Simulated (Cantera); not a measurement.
A counterflow diffusion flame at 750 Torr, nozzles 20 mm apart: fuel side H₂ = 1 (molar parts) at 350 K, oxidiser side O₂ : N₂ = 0.2 : 0.8 (molar parts) at 500 K, fuel mass flux 0.35 times the oxidiser's; mixture-averaged transport, no radiation.

Detailed kinetics in Cantera: the H2/O2 subset of GRI-Mech 3.0, which has no nitrogen chemistry. The maximum strain rate includes the flame's own expansion and is several times the mean.

x: mole fraction; the columns are a selection and need not sum to one.

```csv
oxidiser flux (kg/m²/s),max strain (1/s),mean strain (1/s),T max (K),peak x OH,peak x H,peak x H₂O,peak x HO₂
0.6,787,195,2381,0.0191,0.0178,0.265,5.79e-5
0.82,1040,266,2339,0.0192,0.0199,0.262,7.05e-5
1.1,1330,357,2300,0.0193,0.0220,0.260,8.26e-5
1.5,1780,487,2253,0.0193,0.0244,0.258,9.59e-5
2.1,[?],682,2195,0.0190,[?],0.255,[?]
2.9,[?],942,2142,0.0187,[?],0.253,[?]
4,4630,1300,2084,0.0182,0.0336,0.250,0.000145
5.5,6350,1790,2024,0.0175,0.0367,0.248,0.000163
7.5,8580,2440,1966,0.0168,0.0399,0.245,0.000179
```

Q: Complete the blanks.

A: 
- 2.1, max strain (1/s): 2460
- 2.1, peak x H: 0.0272
- 2.1, peak x HO₂: 0.000112
- 2.9, max strain (1/s): 3380
- 2.9, peak x H: 0.0304
- 2.9, peak x HO₂: 0.000128
